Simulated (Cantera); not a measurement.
# Moist CO burnout

An isothermal, constant-pressure homogeneous reactor starts with CO : O₂ : H₂O : N₂ = 0.0013 : 0.0065 : 0.013 : 1 (molar parts), equivalence ratio 0.10, at 1200 K and 100.0 Torr.

Computed with Cantera and GRI-Mech 3.0 (53 species, 325 reactions).

```tsv
t (s)	x CO	x O₂	x H₂O	x H₂O₂	x N₂O	x NO	x O
0.000100	0.00127	0.00637	0.0127	<1e-12	<1e-12	<1e-12	5.26e-12
0.000613	0.00127	0.00637	0.0127	<1e-12	<1e-12	<1e-12	3.02e-11
0.00376	0.00127	0.00637	0.0127	<1e-12	<1e-12	<1e-12	1.70e-10
0.0231	0.00127	0.00637	0.0127	<1e-12	1.13e-12	<1e-12	3.54e-8
0.141	6.43e-5	0.00577	0.0126	3.36e-8	3.32e-8	2.40e-8	6.54e-5
0.867	4.87e-7	0.00573	0.0127	1.59e-9	5.50e-8	2.91e-8	1.16e-6
5.32	1.63e-8	0.00573	0.0127	1.23e-10	5.14e-8	2.94e-8	7.95e-8
32.6	1.96e-9	0.00573	0.0127	1.92e-11	1.81e-8	2.95e-8	1.20e-8
200	8.17e-10	0.00573	0.0127	8.52e-12	1.07e-9	2.96e-8	5.28e-9
```
x: mole fraction; the columns are a selection and need not sum to one.

Equilibrium at this temperature and pressure: CO 8.11e-10, O₂ 0.00572, H₂O 0.0127, H₂O₂ 8.43e-12, N₂O 1.03e-9, NO 3.62e-5, O 5.22e-9 (gas phase only).
